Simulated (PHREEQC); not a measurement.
Model water analysis in mmol/kgw, 25 °C, pH 3.48, pe 11: Na 21.1; K 0.00724; Ca 1.94; Mg 0.257; Cl 3.32; S(6) 11.6; Al 0.0328; Cu(2) 0.0798; Br 0.08.

Valence states are taken as typed.

The numbers come from PHREEQC with the ion-association model, wateq4f.dat.

Precipitation was switched off in this run.

Problem. Order these Al species by the share of Al that they hold, largest first: AlSO4+, AlOH+2, Al+3, Al(SO4)2-.

Solution. AlSO4+ (74 %), Al+3 (14 %), Al(SO4)2- (12 %), AlOH+2 (0.22 %)

The pH is 3.48 and the ionic strength 0.0357 mol/kgw.
